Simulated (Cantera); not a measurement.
A Cantera script and its output.

```python
import numpy as np
import cantera as ct

gas = ct.Solution("gri30.yaml")
gas.TPX = 1100, 180000, {'N2O': 1, 'N2': 0.78}
reactor = ct.IdealGasConstPressureReactor(gas, energy="off", clone=False)
net = ct.ReactorNet([reactor])
net.rtol, net.atol = 1e-08, 1e-18
show = ['N2O', 'N2', 'O', 'NO2', 'NO']
times = np.geomspace(1e-05, 5, 14)

steps = ct.SolutionArray(gas, extra=["t"])
rows = []
print(f"{'t/s':>10s}{'T/K':>9s}{'P/Pa':>11s}" + "".join(f"{s:>11s}" for s in show))
for t in times:
    while net.time < t:
        t_next = net.step()
        steps.append(gas.state, t=t_next)
    rows.append([np.interp(t, steps.t, y) for y in (steps.T, steps.P, *steps(*show).X.T)])
    print(f"{t:10.3e}{rows[-1][0]:9.1f}{rows[-1][1]:11.4g}" + "".join(f"{x:11.3e}" for x in rows[-1][2:]))
rate = np.gradient(steps.T, steps.t)
print("integrator steps:", len(steps.t))
if steps.T.max() > steps.T[0] + 200:
    print(f"time of steepest temperature rise: {steps.t[rate.argmax()]:.4e} s")
gas.TPX = 1100, 180000, {'N2O': 1, 'N2': 0.78}
gas.equilibrate("TP")
print(f"equilibrium (TP): T = {gas.T:.1f} K  " + "  ".join(f"{s} {gas[s].X[0]:.3e}" for s in show))
```

It prints:

```
       t/s      T/K       P/Pa        N2O         N2          O        NO2         NO
 1.000e-05   1100.0    1.8e+05  5.618e-01  4.382e-01  2.060e-07  2.578e-14  1.982e-08
 2.744e-05   1100.0    1.8e+05  5.618e-01  4.382e-01  2.855e-07  5.614e-13  9.257e-08
 7.529e-05   1100.0    1.8e+05  5.618e-01  4.382e-01  2.971e-07  6.722e-12  3.204e-07
 2.066e-04   1100.0    1.8e+05  5.618e-01  4.382e-01  2.971e-07  5.912e-11  9.497e-07
 5.669e-04   1100.0    1.8e+05  5.617e-01  4.382e-01  2.971e-07  4.689e-10  2.676e-06
 1.556e-03   1100.0    1.8e+05  5.617e-01  4.383e-01  2.971e-07  3.555e-09  7.411e-06
 4.269e-03   1100.0    1.8e+05  5.614e-01  4.384e-01  2.970e-07  2.633e-08  2.038e-05
 1.171e-02   1100.0    1.8e+05  5.607e-01  4.388e-01  2.968e-07  1.863e-07  5.582e-05
 3.214e-02   1100.0    1.8e+05  5.589e-01  4.399e-01  2.961e-07  1.190e-06  1.521e-04
 8.819e-02   1100.0    1.8e+05  5.540e-01  4.428e-01  2.936e-07  6.097e-06  4.107e-04
 2.420e-01   1100.0    1.8e+05  5.407e-01  4.505e-01  2.865e-07  2.252e-05  1.091e-03
 6.641e-01   1100.0    1.8e+05  5.070e-01  4.702e-01  2.685e-07  6.445e-05  2.783e-03
 1.822e+00   1100.0    1.8e+05  4.304e-01  5.151e-01  2.295e-07  1.544e-04  6.404e-03
 5.000e+00   1100.0    1.8e+05  2.925e-01  5.963e-01  1.633e-07  2.944e-04  1.202e-02
integrator steps: 726
equilibrium (TP): T = 1100.0 K  N2O 8.722e-09  N2 7.807e-01  O 8.767e-10  NO2 3.395e-06  NO 8.693e-05
```

Cantera simulation using GRI-Mech 3.0 (53 species, 325 reactions); the numbers are that mechanism's predictions, not measurements. GRI-Mech 3.0 was tuned for natural gas; its chemistry of N2O as a main component is partial and can be far from experiment. The mechanism lacks the step 2 NO + O2 → 2 NO2, which can matter for NO2 below about 1400 K. The temperature is held fixed by assumption; the heat of reaction is taken as removed at once.
